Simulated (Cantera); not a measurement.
Input (Python, Cantera):

```python
import numpy as np
import cantera as ct

gas = ct.Solution("gri30.yaml")
gas.TPX = 325, 37000, {'C2H6': 1, 'O2': 2.5, 'N2': 9.4, 'H2O': 0.38}
flame = ct.FreeFlame(gas, width=0.08)
flame.set_refine_criteria(ratio=3, slope=0.08, curve=0.16)
flame.transport_model = "mixture-averaged"
flame.solve(loglevel=0, auto=True)
z, T = flame.grid, flame.T
thick = (T[-1] - T[0]) / np.gradient(T, z).max()
show = ['C2H6', 'O2', 'H2O', 'H2', 'CO', 'CH2O']
print(f"laminar burning velocity  {flame.velocity[0] * 100:.3f} cm/s")
print(f"burnt temperature         {T[-1]:.1f} K")
print(f"thermal thickness         {thick * 1e3:.4f} mm")
print(f"grid points               {len(z)}")
z0 = z[flame.heat_release_rate.argmax()]
print(f"{'z/mm':>9s}{'T/K':>9s}{'u/(m/s)':>9s}" + "".join(f"{s:>11s}" for s in show))
rows = []
for k in (-3, -2, -1.5, -1, -0.5, -0.25, 0, 0.25, 0.5, 1, 2, 4, 8):
    zz = z0 + k * thick
    rows.append([k * thick, np.interp(zz, z, T), np.interp(zz, z, flame.velocity),
                 *(np.interp(zz, z, flame.X[gas.species_index(s)]) for s in show)])
    print(f"{rows[-1][0] * 1e3:9.3f}{rows[-1][1]:9.1f}{rows[-1][2]:9.3f}" + "".join(f"{x:11.3e}" for x in rows[-1][3:]))
```

It prints:

```
laminar burning velocity  35.516 cm/s
burnt temperature         1989.2 K
thermal thickness         1.2207 mm
grid points               146
     z/mm      T/K  u/(m/s)       C2H6         O2        H2O         H2         CO       CH2O
   -3.662    325.2    0.356  7.515e-02  1.878e-01  2.857e-02  2.198e-03  3.931e-06  4.598e-08
   -2.441    328.0    0.361  7.477e-02  1.867e-01  2.874e-02  7.197e-03  8.268e-05  1.609e-06
   -1.831    340.3    0.377  7.418e-02  1.847e-01  2.988e-02  1.353e-02  4.552e-04  1.219e-05
   -1.221    441.6    0.497  7.108e-02  1.749e-01  3.971e-02  2.627e-02  4.065e-03  1.825e-04
   -0.610    937.6    1.099  4.704e-02  1.267e-01  8.509e-02  4.398e-02  2.829e-02  1.710e-03
   -0.305   1341.9    1.619  1.929e-02  8.172e-02  1.213e-01  5.225e-02  5.474e-02  1.843e-03
    0.000   1689.2    2.082  1.255e-03  3.647e-02  1.538e-01  5.590e-02  8.192e-02  5.496e-04
    0.305   1852.9    2.291  7.146e-06  1.189e-02  1.695e-01  5.414e-02  9.065e-02  1.110e-04
    0.610   1903.0    2.348  5.971e-08  3.612e-03  1.729e-01  5.330e-02  8.835e-02  2.185e-05
    1.221   1925.2    2.367  9.026e-11  5.914e-04  1.711e-01  5.454e-02  8.279e-02  1.095e-06
    2.441   1936.7    2.376  1.525e-14  2.748e-04  1.694e-01  5.596e-02  7.988e-02  1.438e-08
    4.883   1949.2    2.389  2.403e-18  1.964e-04  1.698e-01  5.638e-02  7.972e-02  6.396e-10
    9.766   1964.3    2.405  2.361e-21  1.179e-04  1.709e-01  5.662e-02  8.012e-02  6.186e-10
```

Cantera simulation using GRI-Mech 3.0 (53 species, 325 reactions); the numbers are that mechanism's predictions, not measurements. Burning velocities carry a grid error of a few per cent, more on coarse grids.
